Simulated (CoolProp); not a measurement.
Vapour-liquid equilibrium of n-pentane (1) + benzene (2) at 34.25 °C; x and y are mole fractions of (1).

Computed with CoolProp (multi-fluid Helmholtz-energy mixture model, Thol 2019 and Thol 2012; pair parameters Bell 2016).

```json
[
 {"x": "0.05", "bubble pressure (kPa)": "26.81", "y at the bubble point": "0.317", "dew pressure at overall composition x (kPa)": "20.07", "liquid density (mol/L)": "10.90"},
 {"x": "0.125", "bubble pressure (kPa)": "36.28", "y at the bubble point": "0.528", "dew pressure at overall composition x (kPa)": "?", "liquid density (mol/L)": "10.67"},
 {"x": "0.2", "bubble pressure (kPa)": "43.98", "y at the bubble point": "0.636", "dew pressure at overall composition x (kPa)": "?", "liquid density (mol/L)": "10.45"},
 {"x": "0.275", "bubble pressure (kPa)": "50.44", "y at the bubble point": "0.704", "dew pressure at overall composition x (kPa)": "25.48", "liquid density (mol/L)": "10.24"},
 {"x": "0.35", "bubble pressure (kPa)": "56.05", "y at the bubble point": "0.752", "dew pressure at overall composition x (kPa)": "27.97", "liquid density (mol/L)": "?"},
 {"x": "0.425", "bubble pressure (kPa)": "?", "y at the bubble point": "0.791", "dew pressure at overall composition x (kPa)": "30.98", "liquid density (mol/L)": "9.829"},
 {"x": "0.5", "bubble pressure (kPa)": "65.74", "y at the bubble point": "0.823", "dew pressure at overall composition x (kPa)": "34.68", "liquid density (mol/L)": "9.635"},
 {"x": "0.575", "bubble pressure (kPa)": "70.17", "y at the bubble point": "0.851", "dew pressure at overall composition x (kPa)": "?", "liquid density (mol/L)": "9.446"},
 {"x": "0.65", "bubble pressure (kPa)": "74.50", "y at the bubble point": "0.878", "dew pressure at overall composition x (kPa)": "45.21", "liquid density (mol/L)": "9.262"},
 {"x": "0.725", "bubble pressure (kPa)": "78.80", "y at the bubble point": "0.904", "dew pressure at overall composition x (kPa)": "52.79", "liquid density (mol/L)": "9.085"},
 {"x": "0.8", "bubble pressure (kPa)": "83.14", "y at the bubble point": "?", "dew pressure at overall composition x (kPa)": "62.42", "liquid density (mol/L)": "?"},
 {"x": "0.875", "bubble pressure (kPa)": "87.56", "y at the bubble point": "0.955", "dew pressure at overall composition x (kPa)": "74.00", "liquid density (mol/L)": "8.746"},
 {"x": "0.95", "bubble pressure (kPa)": "92.11", "y at the bubble point": "0.982", "dew pressure at overall composition x (kPa)": "86.67", "liquid density (mol/L)": "8.585"}
]
```

Task: Complete the blanks.

Result: 
- 0.125, dew pressure at overall composition x (kPa): 21.60
- 0.2, dew pressure at overall composition x (kPa): 23.38
- 0.35, liquid density (mol/L): 10.03
- 0.425, bubble pressure (kPa): 61.08
- 0.575, dew pressure at overall composition x (kPa): 39.31
- 0.8, y at the bubble point: 0.929
- 0.8, liquid density (mol/L): 8.913

No azeotrope shows between x = 0.05 and 0.95.

Pair parameters are fitted to limited data, so mixtures are less certain than the pure fluids.
